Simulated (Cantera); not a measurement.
**Adiabatic ignition**

An adiabatic, constant-volume homogeneous reactor starts with 6.88 % CH4, 19.5 % O2, 73.6 % N2, at 1050 K and 77000 Pa.

Model: GRI-Mech 3.0 (53 species, 325 reactions), integrated in Cantera.

```json
[
 {"t (s)": "2.00e-6", "T (K)": "1050", "P (bar)": "0.770", "x CH4": "0.0688", "x O2": "0.195", "x NO": "<1e-12", "x H2": "<1e-12", "x CO": "<1e-12", "x CH2O": "<1e-12", "x CO2": "<1e-12"},
 {"t (s)": "5.49e-6", "T (K)": "1050", "P (bar)": "0.770", "x CH4": "0.0688", "x O2": "0.195", "x NO": "<1e-12", "x H2": "<1e-12", "x CO": "<1e-12", "x CH2O": "<1e-12", "x CO2": "<1e-12"},
 {"t (s)": "1.51e-5", "T (K)": "1050", "P (bar)": "0.770", "x CH4": "0.0688", "x O2": "0.195", "x NO": "<1e-12", "x H2": "<1e-12", "x CO": "<1e-12", "x CH2O": "<1e-12", "x CO2": "<1e-12"},
 {"t (s)": "4.13e-5", "T (K)": "1050", "P (bar)": "0.770", "x CH4": "0.0688", "x O2": "0.195", "x NO": "<1e-12", "x H2": "<1e-12", "x CO": "<1e-12", "x CH2O": "4.12e-12", "x CO2": "<1e-12"},
 {"t (s)": "0.000113", "T (K)": "1050", "P (bar)": "0.770", "x CH4": "0.0688", "x O2": "0.195", "x NO": "<1e-12", "x H2": "2.23e-12", "x CO": "<1e-12", "x CH2O": "3.12e-11", "x CO2": "<1e-12"},
 {"t (s)": "0.000311", "T (K)": "1050", "P (bar)": "0.770", "x CH4": "0.0688", "x O2": "0.195", "x NO": "<1e-12", "x H2": "1.24e-11", "x CO": "<1e-12", "x CH2O": "2.39e-10", "x CO2": "<1e-12"},
 {"t (s)": "0.000854", "T (K)": "1050", "P (bar)": "0.770", "x CH4": "0.0688", "x O2": "0.195", "x NO": "<1e-12", "x H2": "8.63e-11", "x CO": "<1e-12", "x CH2O": "1.86e-9", "x CO2": "<1e-12"},
 {"t (s)": "0.00234", "T (K)": "1050", "P (bar)": "0.770", "x CH4": "0.0688", "x O2": "0.195", "x NO": "<1e-12", "x H2": "7.50e-10", "x CO": "9.92e-12", "x CH2O": "1.53e-8", "x CO2": "<1e-12"},
 {"t (s)": "0.00643", "T (K)": "1050", "P (bar)": "0.770", "x CH4": "0.0688", "x O2": "0.195", "x NO": "<1e-12", "x H2": "9.01e-9", "x CO": "2.74e-10", "x CH2O": "1.51e-7", "x CO2": "1.84e-12"},
 {"t (s)": "0.0176", "T (K)": "1050", "P (bar)": "0.770", "x CH4": "0.0688", "x O2": "0.195", "x NO": "<1e-12", "x H2": "1.36e-7", "x CO": "1.17e-8", "x CH2O": "1.83e-6", "x CO2": "9.38e-11"},
 {"t (s)": "0.0484", "T (K)": "1050", "P (bar)": "0.770", "x CH4": "0.0688", "x O2": "0.195", "x NO": "<1e-12", "x H2": "1.01e-6", "x CO": "3.25e-7", "x CH2O": "1.19e-5", "x CO2": "1.16e-9"},
 {"t (s)": "0.133", "T (K)": "1051", "P (bar)": "0.770", "x CH4": "0.0687", "x O2": "0.195", "x NO": "<1e-12", "x H2": "6.42e-6", "x CO": "5.16e-6", "x CH2O": "5.26e-5", "x CO2": "9.05e-9"},
 {"t (s)": "0.364", "T (K)": "1057", "P (bar)": "0.775", "x CH4": "0.0679", "x O2": "0.195", "x NO": "<1e-12", "x H2": "0.000108", "x CO": "0.000157", "x CH2O": "0.000366", "x CO2": "5.61e-7"},
 {"t (s)": "1.00", "T (K)": "2579", "P (bar)": "1.92", "x CH4": "<1e-12", "x O2": "0.0528", "x NO": "0.0126", "x H2": "0.00342", "x CO": "0.0101", "x CH2O": "2.64e-11", "x CO2": "0.0578"}
]
```
x: mole fraction; the columns are a selection and need not sum to one.

| Item | Value |
|---|---|
| time of steepest temperature rise | 0.494 s |
| temperature at 1.00 s | 2579 K |
| equilibrium temperature | 2579 K |
| x(CH4) at 1.00 s | <1e-12 (gas-phase equilibrium <1e-12) |
| x(O2) at 1.00 s | 0.0528 (gas-phase equilibrium 0.0528) |
| x(NO) at 1.00 s | 0.0126 (gas-phase equilibrium 0.0126) |
